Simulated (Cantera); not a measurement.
Ammonia decomposition in nitride growth gas

An isothermal, constant-pressure homogeneous reactor starts with NH3 : N2 = 0.11 : 0.18 (molar parts), at 1525 K and 1.00 bar.

Model: the gas-phase N/H chemistry of the illustrative SiF4/NH3 mechanism in the Surface Chemkin manual (1991), integrated in Cantera. Walls and surfaces, which speed up NH3 decomposition in real reactors, are not modelled.

```tsv
t (s)	x NH3	x N2	x NH2	x N2H2	x NH	x H2
0.000300	0.379	0.621	2.60e-6	5.59e-10	4.72e-10	1.31e-6
0.000823	0.379	0.621	7.11e-6	4.76e-9	3.99e-9	3.73e-6
0.00226	0.379	0.621	1.87e-5	3.58e-8	2.36e-8	1.31e-5
0.00620	0.379	0.621	3.50e-5	1.33e-7	6.56e-8	7.04e-5
0.0170	0.379	0.621	3.79e-5	1.57e-7	7.51e-8	0.000299
0.0468	0.378	0.621	3.78e-5	1.56e-7	7.75e-8	0.000939
0.128	0.377	0.620	3.73e-5	1.55e-7	8.31e-8	0.00268
0.352	0.372	0.620	3.64e-5	1.50e-7	9.29e-8	0.00738
0.967	0.361	0.619	3.46e-5	1.39e-7	1.03e-7	0.0196
2.65	0.334	0.617	3.13e-5	1.15e-7	1.04e-7	0.0490
7.29	0.280	0.612	2.56e-5	7.46e-8	8.93e-8	0.108
20.0	0.200	0.605	1.78e-5	3.41e-8	6.22e-8	0.195
```
x: mole fraction; the columns are a selection and need not sum to one.

Equilibrium at this temperature and pressure: NH3 1.15e-5, N2 0.587, NH2 9.61e-10, N2H2 <1e-12, NH 3.22e-12, H2 0.412 (gas phase only).
